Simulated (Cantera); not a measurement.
What does this Cantera script print?

```python
import numpy as np
import cantera as ct

gas_names = [...]  # 49 gases of nasa_gas.yaml made of B, Cl, H, N, O
cond_names = """
    B(b) B(L) BN(s) B2O3(L) B3O3H3(cr) H2O(s) H2O(L) NH4CL(a) NH4CL(b)
""".split()


# ... load() reads the species with a 1 bar reference pressure and builds the phases ...
atoms = {
    'BCl3': {'B': 1, 'CL': 3},
    'H2O': {'H': 2, 'O': 1},
    'N2': {'N': 2},
    'O2': {'O': 2},
}
top_T = {'BN(s)': 3200}  # K; cautious upper limits of use, not melting points


# ... equilibrate(T, P, feed) seeds the gas with the atoms and calls Mixture.equilibrate('TP', solver="vcs", rtol=1e-11, max_steps=5000) ...
results = []
feed = {'BCl3': 1, 'H2O': 2.2, 'N2': 13, 'O2': 0.66}  # mol
for P in [10, 32, 100, 320, 1000, 3200, 10000, 32000, 100000]:
    for T in [1248, 1348, 1448, 1548, 1648, 1748, 1848, 1948, 2048, 2148]:
        mix = equilibrate(T, P, feed)
        results.append((T, P, feed, dict(zip(mix.species_names, mix.species_moles))))

for T, P, feed, n in results:
    print(f"{T:7g} {P:10.4g}  " + (" + ".join(c for c in cond_names if n.get(c, 0) > 1e-12) or "gas only"))
```

Output:

```
   1248         10  B2O3(L)
   1348         10  gas only
   1448         10  gas only
   1548         10  gas only
   1648         10  gas only
   1748         10  gas only
   1848         10  gas only
   1948         10  gas only
   2048         10  gas only
   2148         10  gas only
   1248         32  B2O3(L)
   1348         32  B2O3(L)
   1448         32  gas only
   1548         32  gas only
   1648         32  gas only
   1748         32  gas only
   1848         32  gas only
   1948         32  gas only
   2048         32  gas only
   2148         32  gas only
   1248        100  B2O3(L)
   1348        100  B2O3(L)
   1448        100  gas only
   1548        100  gas only
   1648        100  gas only
   1748        100  gas only
   1848        100  gas only
   1948        100  gas only
   2048        100  gas only
   2148        100  gas only
   1248        320  B2O3(L)
   1348        320  B2O3(L)
   1448        320  B2O3(L)
   1548        320  gas only
   1648        320  gas only
   1748        320  gas only
   1848        320  gas only
   1948        320  gas only
   2048        320  gas only
   2148        320  gas only
   1248       1000  B2O3(L)
   1348       1000  B2O3(L)
   1448       1000  B2O3(L)
   1548       1000  gas only
   1648       1000  gas only
   1748       1000  gas only
   1848       1000  gas only
   1948       1000  gas only
   2048       1000  gas only
   2148       1000  gas only
   1248       3200  B2O3(L)
   1348       3200  B2O3(L)
   1448       3200  B2O3(L)
   1548       3200  B2O3(L)
   1648       3200  gas only
   1748       3200  gas only
   1848       3200  gas only
   1948       3200  gas only
   2048       3200  gas only
   2148       3200  gas only
   1248      1e+04  B2O3(L)
   1348      1e+04  B2O3(L)
   1448      1e+04  B2O3(L)
   1548      1e+04  B2O3(L)
   1648      1e+04  B2O3(L)
   1748      1e+04  gas only
   1848      1e+04  gas only
   1948      1e+04  gas only
   2048      1e+04  gas only
   2148      1e+04  gas only
   1248    3.2e+04  B2O3(L)
   1348    3.2e+04  B2O3(L)
   1448    3.2e+04  B2O3(L)
   1548    3.2e+04  B2O3(L)
   1648    3.2e+04  B2O3(L)
   1748    3.2e+04  gas only
   1848    3.2e+04  gas only
   1948    3.2e+04  gas only
   2048    3.2e+04  gas only
   2148    3.2e+04  gas only
   1248      1e+05  B2O3(L)
   1348      1e+05  B2O3(L)
   1448      1e+05  B2O3(L)
   1548      1e+05  B2O3(L)
   1648      1e+05  B2O3(L)
   1748      1e+05  B2O3(L)
   1848      1e+05  gas only
   1948      1e+05  gas only
   2048      1e+05  gas only
   2148      1e+05  gas only
```

Equilibrium computed with Cantera from the NASA thermochemical tables; the gas is ideal and each condensed phase is pure. The tables' values for BCl2 are old estimates. Gases not in the tables: H3BO3.
